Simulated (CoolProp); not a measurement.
R22 along the isobar 6.19 MPa: Z from the reference equation and from simpler models built on Tc = 369.3 K, pc = 4.990 MPa, ω = 0.221; each cubic takes its own stable root.

The numbers come from the reference Helmholtz-energy equation of state, Kamei 1995 in CoolProp.

| T (K) | phase | reference | Redlich-Kwong | Soave-Redlich-Kwong | Peng-Robinson |
|---|---|---|---|---|---|
| 193.9 | liquid | 0.2177 | 0.2444 | 0.2404 | 0.2138 |
| 222.7 | liquid | ? | 0.2240 | 0.2191 | 0.1945 |
| 251.5 | liquid | 0.1871 | 0.2110 | 0.2054 | 0.1819 |
| 280.3 | liquid | 0.1795 | 0.2043 | 0.1980 | 0.1752 |
| 309.1 | liquid | 0.1767 | 0.2044 | 0.1977 | 0.1749 |
| 337.9 | liquid | 0.1807 | 0.2147 | ? | 0.1849 |
| 366.7 | liquid | 0.2056 | 0.2533 | 0.2517 | ? |
| 395.5 | supercritical | 0.5310 | ? | 0.5549 | 0.5249 |

Complete the blanks.


- 222.7, reference: 0.1995
- 337.9, Soave-Redlich-Kwong: 0.2083
- 366.7, Peng-Robinson: 0.2268
- 395.5, Redlich-Kwong: 0.5175
